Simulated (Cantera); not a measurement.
**BF₃ + H₂O + H₂ (boron, boron nitride and boron oxide)**

Input: 1 mol BF₃, 0.1 mol H₂O, 21 mol H₂, at 96.0 mbar.

These are equilibrium values from Cantera (NASA tables, ideal gas, pure condensed phases), not measurements of a reactor. Candidate condensed phases: B, B₂O₃, B₃O₃H₃, H₂O; 43 gas species. The tables' values for BF₂ are old estimates; treat these amounts as uncertain. Kinetics and transport are ignored.

```json
[
 {"T (K)": "1225", "log p H₂": "-1.04", "log p BF₃": "-2.41", "log p HF": "-3.07", "log p BF₂": "-6.24", "log p BF": "-9.08", "log p BOF": "-3.64", "log p BHF₂": "-4.45"},
 {"T (K)": "1325", "log p H₂": "-1.04", "log p BF₃": "-2.42", "log p HF": "-3.03", "log p BF₂": "-5.42", "log p BF": "-7.66", "log p BOF": "-3.40", "log p BHF₂": "-4.11"},
 {"T (K)": "1425", "log p H₂": "-1.04", "log p BF₃": "-2.43", "log p HF": "-2.99", "log p BF₂": "-4.73", "log p BF": "-6.47", "log p BOF": "-3.37", "log p BHF₂": "-3.82"},
 {"T (K)": "1525", "log p H₂": "-1.04", "log p BF₃": "-2.45", "log p HF": "-2.93", "log p BF₂": "-4.17", "log p BF": "-5.49", "log p BOF": "-3.37", "log p BHF₂": "-3.61"},
 {"T (K)": "1625", "log p H₂": "-1.04", "log p BF₃": "-2.48", "log p HF": "-2.84", "log p BF₂": "-3.72", "log p BF": "-4.71", "log p BOF": "-3.38", "log p BHF₂": "-3.47"},
 {"T (K)": "1725", "log p H₂": "-1.05", "log p BF₃": "-2.52", "log p HF": "-2.73", "log p BF₂": "-3.38", "log p BF": "-4.11", "log p BOF": "-3.38", "log p BHF₂": "-3.40"},
 {"T (K)": "1825", "log p H₂": "-1.05", "log p BF₃": "-2.60", "log p HF": "-2.61", "log p BF₂": "-3.13", "log p BF": "-3.66", "log p BOF": "-3.38", "log p BHF₂": "-3.40"},
 {"T (K)": "1925", "log p H₂": "-1.05", "log p BF₃": "-2.71", "log p HF": "-2.49", "log p BF₂": "-2.97", "log p BF": "-3.33", "log p BOF": "-3.39", "log p BHF₂": "-3.46"}
]
```
log p: log10 of the partial pressure in bar; nothing condenses.

From 1225 K to 1925 K nothing is condensed. The main B-bearing gas is BF₃ throughout.
